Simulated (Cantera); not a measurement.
Input (Python, Cantera) and output of one run.

```python
import numpy as np
import cantera as ct

gas_names = """
    H HNO HNO2 HNO3 HO2 H2 H2O H2O2 N NH NH2 NH3 NH2OH NO NO2 NO3 N2 N2H2 N2H4 N2O O OH O2 O3 Si SiH
    SiH2 SiH3 SiH4 SiN SiO SiO2 Si2 Si2N Si3
""".split()
cond_names = """
    H2O(s) H2O(L) Si(cr) Si(L) SiO2(Lqz) SiO2(hqz) SiO2(L) Si2N2O(s) Si3N4(a)
""".split()


# ... load() reads the species with a 1 bar reference pressure and builds the phases ...
atoms = {
    'SiH4': {'Si': 1, 'H': 4},
    'O3': {'O': 3},
    'N2': {'N': 2},
    'H2O': {'H': 2, 'O': 1},
}
top_T = {'Si2N2O(s)': 2100, 'Si3N4(a)': 2400}  # K; cautious upper limits of use, not melting points


# ... equilibrate(T, P, feed) seeds the gas with the atoms and calls Mixture.equilibrate('TP', solver="vcs", rtol=1e-11, max_steps=5000) ...
results = []
T = 1373  # K
P = 2200  # Pa
for m in [0.31, 0.42, 0.57, 0.78, 1.1, 1.5, 2, 2.7, 3.7, 5.1, 6.9, 9.5]:
    feed = {'SiH4': 1, 'O3': 0.15, 'N2': 2.2, 'H2O': m}  # mol
    mix = equilibrate(T, P, feed)
    results.append((T, P, feed, dict(zip(mix.species_names, mix.species_moles))))

top = {s: max(r[3][s] / sum(r[3][g] for g in gas_names) for r in results) for s in gas_names}
cols = sorted((s for s in top if top[s] > 1e-06), key=lambda s: -top[s])[:5]
seen = [c for c in cond_names if any(r[3].get(c, 0) > 1e-12 for r in results)]
print("log10 of partial pressures in bar; condensed amounts in mol")
print(f"{'n(H2O)':>10s}" + "".join(f"{s[:9]:>10s}" for s in cols + seen))
for T, P, feed, n in results:
    ng = sum(n[g] for g in gas_names)
    print(f"{feed['H2O']:10.4g}" + "".join(f"{np.log10(max(n[s] / ng * P / 1e5, 1e-99)):10.3f}" for s in cols)
          + "".join(f"{n.get(c, 0):10.4g}" for c in seen))
```

Result:

```
log10 of partial pressures in bar; condensed amounts in mol
    n(H2O)        H2       H2O        N2         H       SiO SiO2(hqz) Si2N2O(s)
      0.31    -1.906    -5.821    -2.018    -6.431    -6.599    0.1731    0.4134
      0.42    -1.902    -5.818    -2.024    -6.428    -6.597    0.2465    0.3767
      0.57    -1.895    -5.815    -2.033    -6.425    -6.594    0.3464    0.3268
      0.78    -1.888    -5.811    -2.043    -6.421    -6.590    0.4864    0.2568
       1.1    -1.878    -5.806    -2.058    -6.417    -6.586    0.6997    0.1501
       1.5    -1.868    -5.801    -2.073    -6.412    -6.581    0.9664   0.01678
         2    -1.900    -2.797    -2.108    -6.427    -9.616         1         0
       2.7    -1.946    -2.436    -2.154    -6.451   -10.024         1         0
       3.7    -2.005    -2.223    -2.213    -6.480   -10.296         1         0
       5.1    -2.076    -2.076    -2.284    -6.515   -10.513         1         0
       6.9    -2.153    -1.975    -2.360    -6.554   -10.691         1         0
       9.5    -2.244    -1.894    -2.452    -6.600   -10.863         1         0
```

Method: chemical equilibrium by Gibbs-energy minimisation in Cantera with the NASA 1993 tables (ideal gas, pure condensed phases). N2 is the only nitrogen source here; it is nearly inert below about 1500 K, so the nitride shown seldom forms there in practice. Mutual solubility and eutectic melting of coexisting phases are not modelled. The tables hold silica as quartz up to 1696 K and as liquid above; real silica turns to tridymite and cristobalite and melts near 1996 K. Gases not in the tables: Si(OH)4.
